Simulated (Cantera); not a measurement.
Input (Python, Cantera):

```python
import numpy as np
import cantera as ct

gas = ct.Solution("gri30.yaml")
gas.TPX = 1850, 48, {'C2H6': 1, 'N2': 4.9}
reactor = ct.IdealGasConstPressureReactor(gas, energy="off", clone=False)
net = ct.ReactorNet([reactor])
net.rtol, net.atol = 1e-08, 1e-18
show = ['C2H6', 'C2H2', 'HCN', 'H', 'CH2']
times = np.geomspace(0.0003, 7, 12)

steps = ct.SolutionArray(gas, extra=["t"])
rows = []
print(f"{'t/s':>10s}{'T/K':>9s}{'P/Pa':>11s}" + "".join(f"{s:>11s}" for s in show))
for t in times:
    while net.time < t:
        t_next = net.step()
        steps.append(gas.state, t=t_next)
    rows.append([np.interp(t, steps.t, y) for y in (steps.T, steps.P, *steps(*show).X.T)])
    print(f"{t:10.3e}{rows[-1][0]:9.1f}{rows[-1][1]:11.4g}" + "".join(f"{x:11.3e}" for x in rows[-1][2:]))
rate = np.gradient(steps.T, steps.t)
print("integrator steps:", len(steps.t))
if steps.T.max() > steps.T[0] + 200:
    print(f"time of steepest temperature rise: {steps.t[rate.argmax()]:.4e} s")
gas.TPX = 1850, 48, {'C2H6': 1, 'N2': 4.9}
gas.equilibrate("TP")
print(f"equilibrium (TP): T = {gas.T:.1f} K  " + "  ".join(f"{s} {gas[s].X[0]:.3e}" for s in show))
```

Output:

```
       t/s      T/K       P/Pa       C2H6       C2H2        HCN          H        CH2
 3.000e-04   1850.0         48  1.551e-01  2.664e-08  4.228e-11  1.095e-04  1.116e-05
 7.485e-04   1850.0         48  1.338e-01  2.705e-06  1.539e-08  8.074e-04  8.889e-05
 1.868e-03   1850.0         48  8.144e-02  3.729e-04  7.968e-07  2.609e-03  2.603e-04
 4.660e-03   1850.0         48  1.455e-02  1.214e-02  5.555e-06  5.715e-03  3.818e-04
 1.163e-02   1850.0         48  1.914e-04  6.274e-02  1.495e-05  5.343e-03  1.923e-04
 2.901e-02   1850.0         48  2.404e-05  9.499e-02  1.928e-05  2.799e-03  6.506e-05
 7.239e-02   1850.0         48  8.411e-06  1.083e-01  2.119e-05  1.700e-03  2.651e-05
 1.806e-01   1850.0         48  3.493e-06  1.139e-01  2.255e-05  1.205e-03  1.288e-05
 4.506e-01   1850.0         48  1.566e-06  1.171e-01  2.386e-05  9.834e-04  7.264e-06
 1.124e+00   1850.0         48  7.181e-07  1.201e-01  2.566e-05  9.789e-04  5.047e-06
 2.805e+00   1850.0         48  2.440e-07  1.232e-01  2.943e-05  1.188e-03  3.829e-06
 7.000e+00   1850.0         48  3.813e-08  1.254e-01  3.909e-05  1.744e-03  2.593e-06
integrator steps: 1126
equilibrium (TP): T = 1850.0 K  C2H6 1.509e-14  C2H2 6.531e-02  HCN 1.208e-01  H 1.227e-02  CH2 3.519e-08
```

Detailed kinetics in Cantera: GRI-Mech 3.0 (53 species, 325 reactions). GRI-Mech 3.0 stops at C3 and has no aromatics, soot or wall deposition, so with more carbon than oxygen in the feed, carbon stays in small species such as C2H2 where larger ones or solid carbon would form. Radical loss at walls, strong at low pressure, is not modelled.
